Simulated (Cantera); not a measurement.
Input (Python, Cantera) and output of one run.

```python
import numpy as np
import cantera as ct

gas_names = """
    O2 CO TaO2 AL2O
""".split()
cond_names = """
    C(gr) Ta(cr) Ta(L) AL(cr) AL(L)
""".split()


# ... load() reads the species with a 1 bar reference pressure and builds the phases ...
species = {s.name: s for s in load("nasa_gas.yaml", gas_names) + load("nasa_condensed.yaml", cond_names)}
# Each term lists the table entries of one substance; the one whose range holds T is used.
reactions = {
    '2 C + O2(g) = 2 CO(g)':
        [(-2, ['C(gr)']), (-1, ['O2']), (2, ['CO'])],
    'Ta + O2(g) = TaO2(g)':
        [(-1, ['Ta(cr)', 'Ta(L)']), (-1, ['O2']), (1, ['TaO2'])],
    '4 Al + O2(g) = 2 Al2O(g)':
        [(-4, ['AL(cr)', 'AL(L)']), (-1, ['O2']), (2, ['AL2O'])],
}


def pick(names, T):
    return next(species[n] for n in names if species[n].thermo.min_temp <= T <= species[n].thermo.max_temp)


results = []
for label, terms in reactions.items():
    print(label)
    print("     T/K   dH/kJ  dS/(J/K)   dG/kJ   log10 K")
    for T in [1350, 1450, 1550, 1650, 1750, 1850, 1950, 2050, 2150, 2250]:
        used = [(nu, pick(names, T)) for nu, names in terms]
        dH = sum(nu * s.thermo.h(T) for nu, s in used) / 1e6
        dS = sum(nu * s.thermo.s(T) for nu, s in used) / 1e3
        dG = dH - T * dS / 1e3
        logK = -dG * 1e6 / (ct.gas_constant * T * np.log(10))
        results.append((label, T, dH, dS, dG, logK, [s.name for _, s in used]))
        print(f"{T:8g} {dH:8.1f} {dS:8.1f} {dG:8.1f} {logK:8.2f}")
```

Output:

```
2 C + O2(g) = 2 CO(g)
     T/K   dH/kJ  dS/(J/K)   dG/kJ   log10 K
    1350   -228.4    172.8   -461.7    17.86
    1450   -229.7    171.9   -478.9    17.25
    1550   -231.1    170.9   -496.1    16.72
    1650   -232.6    170.0   -513.1    16.24
    1750   -234.0    169.2   -530.1    15.82
    1850   -235.5    168.3   -547.0    15.44
    1950   -237.1    167.5   -563.7    15.10
    2050   -238.6    166.7   -580.5    14.79
    2150   -240.2    166.0   -597.1    14.51
    2250   -241.8    165.3   -613.7    14.25
Ta + O2(g) = TaO2(g)
     T/K   dH/kJ  dS/(J/K)   dG/kJ   log10 K
    1350   -208.6     22.2   -238.6     9.23
    1450   -209.4     21.6   -240.8     8.67
    1550   -210.3     21.0   -242.9     8.19
    1650   -211.2     20.5   -245.0     7.76
    1750   -212.2     19.9   -247.0     7.37
    1850   -213.2     19.3   -249.0     7.03
    1950   -214.3     18.8   -250.9     6.72
    2050   -215.4     18.2   -252.7     6.44
    2150   -216.6     17.6   -254.5     6.18
    2250   -217.9     17.1   -256.2     5.95
4 Al + O2(g) = 2 Al2O(g)
     T/K   dH/kJ  dS/(J/K)   dG/kJ   log10 K
    1350   -369.6     92.9   -495.0    19.15
    1450   -373.6     90.0   -504.1    18.16
    1550   -377.7     87.3   -513.0    17.29
    1650   -381.7     84.8   -521.6    16.51
    1750   -385.8     82.4   -530.0    15.82
    1850   -389.8     80.1   -538.1    15.19
    1950   -393.9     78.0   -546.0    14.63
    2050   -398.0     75.9   -553.7    14.11
    2150   -402.1     74.0   -561.2    13.63
    2250   -406.2     72.1   -568.5    13.20
```

Source: NASA polynomial tables (part measured, part estimated), evaluated in Cantera. Condensed species are held in their standard states even where they would react or evaporate.
